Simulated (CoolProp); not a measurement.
R114 along the isobar 14900 kPa: density (kg/m³) from the reference equation and from simpler models built on Tc = 420.6 K, pc = 3352 kPa, ω = 0.252; each cubic takes its own stable root.

The numbers come from the reference Helmholtz-energy equation of state, Platzer 1990 in CoolProp. This equation is an older, rougher fit; its heat capacities, sound speeds and derivatives of the liquid may be far off and weren't checked against measurements.

| T (K) | phase | reference | van der Waals | Redlich-Kwong | Soave-Redlich-Kwong | Peng-Robinson |
|---|---|---|---|---|---|---|
| 369 | liquid | 1323 | 953.5 | 1275 | 1298 | 1455 |
| 385.4 | liquid | 1276 | 933.6 | 1231 | 1248 | 1397 |
| 401.8 | liquid | 1227 | 913.1 | 1185 | 1195 | 1335 |
| 418.2 | liquid | 1176 | 892.2 | 1139 | 1140 | 1270 |
| 434.5 | supercritical | 1124 | 871.0 | 1092 | 1083 | 1203 |
| 450.9 | supercritical | 1069 | 849.2 | 1044 | 1025 | 1133 |
| 467.3 | supercritical | 1013 | 827.0 | 995.5 | 965.3 | 1062 |
| 483.6 | supercritical | 955.6 | 804.5 | 947.6 | 906.5 | 992.5 |
| 500 | supercritical | 898.0 | 781.5 | 900.1 | 848.8 | 924.6 |
